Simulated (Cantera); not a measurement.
A closed system holds: 1 mol SiF4, a varied amount of C3H8, 150 mol H2, at 725 °C and 10.0 mbar.

These are equilibrium values from Cantera (NASA tables, ideal gas, pure condensed phases), not measurements of a reactor. Candidate condensed phases: C, C6H6, C7H8, C8H18, Si, SiC; 113 gas species. The numbers say what is thermodynamically allowed, not how fast it happens.

### Question
Which condensed phases are stable at each of these points (n(C3H8) (mol)): 0.033, 0.097, 0.16, 0.22, 0.29, 0.35, 0.41, 0.48, 0.54, 0.61?

### Answer
```csv
n(C3H8) (mol),condensed phases,Si condensed (%)
0.033,gas only,0.0
0.097,C(graphite) + SiC(s),0.1
0.16,C(graphite) + SiC(s),0.1
0.22,C(graphite) + SiC(s),0.1
0.29,C(graphite) + SiC(s),0.1
0.35,C(graphite) + SiC(s),0.1
0.41,C(graphite) + SiC(s),0.1
0.48,C(graphite) + SiC(s),0.1
0.54,C(graphite) + SiC(s),0.1
0.61,C(graphite) + SiC(s),0.1
```

At 0.033 mol C3H8 nothing is condensed. From 0.097 mol C3H8 to 0.61 mol C3H8 the condensed part is C(graphite) + SiC(s).
